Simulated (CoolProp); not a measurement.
Vapour-liquid equilibrium of benzene (1) + cyclohexane (2) at 3.74 bar; x and y are mole fractions of (1).

Model: multi-fluid Helmholtz-energy mixture model, Thol 2012 and Zhou 2014; pair parameters Bell 2016, in CoolProp.

```
x     bubble temperature, mixture model (K)  bubble temperature, Raoult's law (K)  y, mixture model  y, Raoult's law
----  -------------------------------------  ------------------------------------  ----------------  ---------------
0.05                                  403.8                                 404.5             0.065            0.052
0.2                                   401.9                                 404.1             0.235            0.207
0.35                                  400.7                                 403.8             0.381            0.360
0.5                                   400.0                                 403.5             0.513            0.511
0.65                                  400.0                                 403.2             0.642            0.660
0.8                                   400.5                                 403.0             0.778            0.807
0.95                                  401.9                                 402.7             0.937            0.952
```

The largest gap from Raoult's law is -3.5 K in bubble temperature, at x = 0.5. y crosses x between x = 0.5 and 0.65: the model has an azeotrope there.

Pair parameters are fitted to limited data, so mixtures are less certain than the pure fluids.
